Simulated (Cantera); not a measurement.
A closed system holds: 1 mol SO₂, 3.6 mol O₂, 0.18 mol H₂, equilibrated at 1125 K and 0.0133 bar.

Cantera equilibrium calculation (NASA polynomials, part measured and part estimated; ideal gas, pure solids and liquids). Candidate condensed phases: H₂O, H₂SO₄, S; 19 gas species. Kinetics and transport are ignored.

Base state: O₂ 0.747, SO₂ 0.204, H₂O 0.0386, SO₃ 0.0100 (mole fractions); condensed: gas only.

Task: What changes in the equilibrium state with this change: H₂ from 0.18 to 2.4 mol?

Result: 
```tsv
species	before	after
H₂O	0.0386	0.415
O₂	0.747	0.412
SO₂	0.204	0.167
SO₃	0.0100	0.00608
```

Task: What changes in the equilibrium state with this change: temperature from 1125 K to 1225 K?

Result: 
```csv
species,before,after
O₂,0.747,0.748
SO₂,0.204,0.209
H₂O,0.0386,0.0385
SO₃,0.0100,0.00441
OH,2.53e-6,1.05e-5
```
